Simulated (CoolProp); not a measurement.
Aqueous ethanol as a coolant, 40 % by mass, freezing at -29.5 °C, 1 atm.

Computed with CoolProp (Melinder's fits for secondary coolants).

```
T (°C)  Prandtl number  cp (kJ/(kg K))  conductivity (W/(m K))  density (kg/m³)
------  --------------  --------------  ----------------------  ---------------
-12.6              161           3.779                   0.347            957.7
-9                 129           3.814                   0.348            955.4
-5.4               105      (withheld)                   0.350            953.0
-1.9              86.5           3.877                   0.351            950.7
1.7               71.7           3.906              (withheld)       (withheld)
5.3               60.1           3.934                   0.355            945.8
8.9               50.9           3.960                   0.356            943.3
12.5              43.5           3.984                   0.358            940.7
16          (withheld)           4.006              (withheld)            938.2
19.6              32.6      (withheld)                   0.361            935.6
23.2              28.5           4.047                   0.363            933.0
26.8              25.0           4.065                   0.364       (withheld)
30.3              22.2           4.081                   0.366            927.7
```

Fill in the missing entries.


- -5.4, cp (kJ/(kg K)): 3.847
- 1.7, conductivity (W/(m K)): 0.353
- 1.7, density (kg/m³): 948.3
- 16, Prandtl number: 37.6
- 16, conductivity (W/(m K)): 0.359
- 19.6, cp (kJ/(kg K)): 4.027
- 26.8, density (kg/m³): 930.3
